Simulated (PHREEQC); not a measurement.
# Alkaline etch or developer: an equilibrium model

A solution holds 0.13 mol/kgw NaOH, 0.001 mol/kgw K2SiO3 and 0.007 mol/kgw K2CO3, at 85 °C. Closed to the air; pH follows from the charge balance.

Equilibrium calculation in PHREEQC: ion-association model, phreeqc.dat.

Precipitation was switched off in this run.

### Question
What pH, specific conductance does the model give?

### Answer
pH 11.46; specific conductance 70800 µS/cm.

### Question
In which forms is Si present?

### Answer
H3SiO4- 58 %, H2SiO4-2 42 % of the Si.

Away from 25 °C the constants follow the database's enthalpies or fits; those with neither stay at their 25 °C values.
